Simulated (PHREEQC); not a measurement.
# Alkaline etch or developer: an equilibrium model

Consider water at 85 °C with 5.5 mmol/kgw NH3, 0.14 mmol/kgw H3BO3 and 0.32 mmol/kgw K3PO4. Closed to the air; pH follows from the charge balance.

All values are PHREEQC results (ion-association model, phreeqc.dat), not measurements.

No solid was allowed to form.

**Question.** Predict the pH, ionic strength.

**Answer.** pH 9.12; ionic strength 0.00150 mol/kgw.

**Question.** In which forms is B present?

**Answer.** H2BO3- 67 %, H3BO3 33 % of the B.

At this temperature some constants are extrapolated from 25 °C, and those without enthalpy data are left unchanged.
